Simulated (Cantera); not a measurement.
Mixture: CH4 : CO : O2 : N2 = 1 : 0.048 : 1.19 : 4.48 (molar parts), equivalence ratio 1.7, at 28.0 bar, adiabatic and at constant volume. Ignition delay is the time to a rise of 400 K.

Cantera simulation using GRI-Mech 3.0 (53 species, 325 reactions); the numbers are that mechanism's predictions, not measurements. The pressure lies above the range GRI-Mech 3.0 was tuned for (to about 10 atm).

Task: What does this change do: constant pressure in place of constant volume?

Result: 
```tsv
quantity	before	after
delay at 1023 K	27.4 ms	28.2 ms
delay at 1123 K	5.61 ms	5.86 ms
delay at 1223 K	1.52 ms	1.62 ms
delay at 1323 K	0.492 ms	0.530 ms
delay at 1423 K	0.178 ms	0.194 ms
apparent activation energy between 1373 and 1473 K	160 kJ/mol	160 kJ/mol
```
